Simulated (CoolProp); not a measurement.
The fluid at 298.15 K and 18.7 MPa is throttled through a valve to 13 MPa with no heat exchange. The same conditions are run with several fluids, on thermodynamics alone (safety and materials aside).

Model: reference Helmholtz-energy equation of state of each fluid (n-perfluorohexane: Gao 2022; decamethylcyclopentasiloxane (D5): Thol 2019; m-xylene: Zhou 2012; the fluoroketone C6F12O (FK-5-1-12): McLinden 2015; cyclopentane: Gedanitz 2015), in CoolProp.

### Question
Rank n-perfluorohexane, decamethylcyclopentasiloxane (D5), m-xylene, the fluoroketone C6F12O (FK-5-1-12), cyclopentane by temperature change (K), highest first.

### Answer
m-xylene (+2.8), cyclopentane (+2.7), decamethylcyclopentasiloxane (D5) (+2.4), n-perfluorohexane (+1.9), the fluoroketone C6F12O (FK-5-1-12) (+1.8)

```
fluid                                final density (kg/m³)
-----------------------------------  ---------------------
n-perfluorohexane                                     1720
decamethylcyclopentasiloxane (D5)                      968
m-xylene                                               867
the fluoroketone C6F12O (FK-5-1-12)                   1650
cyclopentane                                           750
```
